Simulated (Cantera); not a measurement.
What does this Cantera script print?

```python
import numpy as np
import cantera as ct

gas = ct.Solution("gri30.yaml")
gas.TPX = 300, 1000000, {'CH4': 1, 'O2': 1.33, 'N2': 5.01}
inlet = ct.Reservoir(gas, clone=True)
gas.equilibrate("HP")  # start burning
reactor = ct.IdealGasConstPressureReactor(gas, energy="on", clone=False)
exhaust = ct.Reservoir(gas, clone=True)
tau = [0.14, 0.071, 0.036, 0.019, 0.0096, 0.005, 0.0025, 0.0013, 0.00067, 0.00035, 0.00018, 9.2e-05, 4.7e-05][0]
for a, b in ((inlet, reactor), (reactor, exhaust)):
    ct.MassFlowController(a, b, mdot=lambda t: reactor.mass / tau)
net = ct.ReactorNet([reactor])
show = ['CH4', 'O2', 'NO', 'CH2CO', 'C2H4', 'C2H2']

rows = []
print(f"{'tau/s':>10s}{'T/K':>9s}" + "".join(f"{s:>11s}" for s in show))
for tau in [0.14, 0.071, 0.036, 0.019, 0.0096, 0.005, 0.0025, 0.0013, 0.00067, 0.00035, 0.00018, 9.2e-05, 4.7e-05]:
    net.initial_time = 0.0
    net.advance(30 * tau)
    before = gas.X
    net.advance(40 * tau)
    drift = np.max(np.abs(gas.X - before) / (gas.X + 1e-9))
    rows.append([gas.T, *gas[show].X, drift])
    print(f"{tau:10.3e}{gas.T:9.1f}" + "".join(f"{x:11.3e}" for x in gas[show].X))
```

Output:

```
     tau/s      T/K        CH4         O2         NO      CH2CO       C2H4       C2H2
 1.400e-01   1915.8  2.429e-03  9.501e-05  3.918e-06  2.377e-06  1.149e-05  7.699e-04
 7.100e-02   1921.1  3.369e-03  1.775e-04  3.718e-06  4.556e-06  2.124e-05  1.346e-03
 3.600e-02   1926.6  4.454e-03  3.281e-04  3.438e-06  8.320e-06  3.636e-05  2.073e-03
 1.900e-02   1931.0  5.589e-03  5.794e-04  3.121e-06  1.416e-05  5.811e-05  2.818e-03
 9.600e-03   1933.6  6.912e-03  1.053e-03  2.722e-06  2.435e-05  9.486e-05  3.572e-03
 5.000e-03   1932.3  8.291e-03  1.847e-03  2.272e-06  4.030e-05  1.527e-04  4.151e-03
 2.500e-03   1923.4  9.941e-03  3.343e-03  1.721e-06  6.873e-05  2.588e-04  4.524e-03
 1.300e-03   1902.0  1.187e-02  5.934e-03  1.151e-06  1.160e-04  4.439e-04  4.564e-03
 6.700e-04   1850.4  1.498e-02  1.148e-02  5.520e-07  2.171e-04  8.592e-04  4.102e-03
 3.500e-04    300.0  1.362e-01  1.812e-01 -2.871e-24 -1.653e-18 -6.748e-18 -2.121e-18
 1.800e-04    300.0  1.362e-01  1.812e-01 -4.328e-27 -2.491e-21 -1.017e-20 -3.198e-21
 9.200e-05    300.0  1.362e-01  1.812e-01 -2.734e-28 -1.574e-22 -6.425e-22 -2.020e-22
 4.700e-05    300.0  1.362e-01  1.812e-01 -1.727e-29 -9.940e-24 -4.059e-23 -1.276e-23
```

Model: GRI-Mech 3.0 (53 species, 325 reactions), integrated in Cantera.
